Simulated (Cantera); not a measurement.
A perfectly stirred reactor is fed with NO : N2 = 1 : 0.1 (molar parts), at 0.987 atm; it is held at 1750 K, and followed from long to short residence time.

Model: GRI-Mech 3.0 (53 species, 325 reactions), integrated in Cantera.

Question: What does this change do: temperature 1750 to 2100 K?

Answer: 
```csv
quantity,before,after
x(NO) at τ = 3.00 s,0.580,0.0942
x(N2O) at τ = 3.00 s,0.000131,4.12e-6
x(NO2) at τ = 3.00 s,0.00144,0.000193
x(O2) at τ = 3.00 s,0.163,0.407
x(N2) at τ = 3.00 s,0.255,0.498
x(NO) at τ = 16.0 ms,0.905,0.838
x(N2O) at τ = 16.0 ms,0.000284,0.000329
x(NO2) at τ = 16.0 ms,0.000498,0.000584
x(O2) at τ = 16.0 ms,0.00155,0.0348
x(N2) at τ = 16.0 ms,0.0926,0.126
```
